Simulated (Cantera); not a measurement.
# MgO + Cl₂ + N₂ (chemical vapour transport)

Input: 1 mol MgO, 1.6 mol Cl₂, 1.4 mol N₂, at 1.40 bar.

Cantera equilibrium calculation (NASA polynomials, part measured and part estimated; ideal gas, pure solids and liquids). Candidate condensed phases: Mg, MgCl₂, MgO; 18 gas species. Mutual solubility and eutectic melting of coexisting phases are not modelled. Rates play no part.

```
T (K)   x N₂  x Cl₂  x MgCl₂    x O₂    x Cl      x NO     x ClO  n MgCl₂(l)  n MgO(s)
-----  -----  -----  -------  ------  ------  --------  --------  ----------  --------
1400   0.449  0.398   0.0838  0.0535  0.0152  0.000276  0.000117      0.0733     0.665
1425   0.437  0.382    0.108  0.0539  0.0180  0.000314  0.000134           0     0.653
1450   0.432  0.358    0.126  0.0626  0.0209  0.000384  0.000162           0     0.593
1475   0.427  0.332    0.144  0.0718  0.0240  0.000465  0.000193           0     0.527
1500   0.422  0.305    0.163  0.0813  0.0273  0.000557  0.000226           0     0.458
1525   0.417  0.278    0.183  0.0909  0.0307  0.000660  0.000261           0     0.386
1550   0.411  0.251    0.202   0.100  0.0343  0.000775  0.000297           0     0.313
1575   0.406  0.225    0.221   0.110  0.0379  0.000900  0.000333           0     0.240
1600   0.401  0.199    0.239   0.119  0.0415   0.00104  0.000368           0     0.168
```
x: gas mole fraction; n: condensed amount in mol.

At 1400 K the condensed part is MgCl₂(l) + MgO(s). From 1425 K to 1600 K the condensed part is MgO(s). The main Mg-bearing gas is MgCl₂ throughout. The share of Mg in condensed phases is highest at 1400 K (73.9 %) and lowest at 1600 K (16.8 %).
